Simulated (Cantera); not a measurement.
A perfectly stirred reactor is fed with 8.23 % CH4, 6.67 % H2, 13.2 % O2, 62.1 % N2, 9.88 % CO2, equivalence ratio 1.5, at 100000 Pa; it is adiabatic with a 425 K inlet, and is followed from long to short residence time, starting on the burning branch (τ in s: 0.28, 0.11, 0.04, 0.015, 0.0057, 0.0021, 0.00081, 0.0003, 0.00011, 4.3e-05).

Model: GRI-Mech 3.0 (53 species, 325 reactions), integrated in Cantera.

Problem. Predict: blow-out, bracketed by the residence times tried; x(CH4) at τ = 0.280 s; x(H2) at τ = 0.280 s; x(O2) at τ = 0.280 s; x(C2H2) at τ = 0.280 s; x(C2H4) at τ = 0.280 s; x(CH4) at τ = 2.10 ms; x(H2) at τ = 2.10 ms; x(O2) at τ = 2.10 ms.

Solution. 
| Item | Value |
|---|---|
| blow-out, bracketed by the residence times tried | burning at 5.70 ms, out at 2.10 ms |
| x(CH4) at τ = 0.280 s | 0.00307 |
| x(H2) at τ = 0.280 s | 0.0393 |
| x(O2) at τ = 0.280 s | 0.000738 |
| x(C2H2) at τ = 0.280 s | 0.00127 |
| x(C2H4) at τ = 0.280 s | 4.01e-5 |
| x(CH4) at τ = 2.10 ms | 0.0823 |
| x(H2) at τ = 2.10 ms | 0.0667 |
| x(O2) at τ = 2.10 ms | 0.132 |
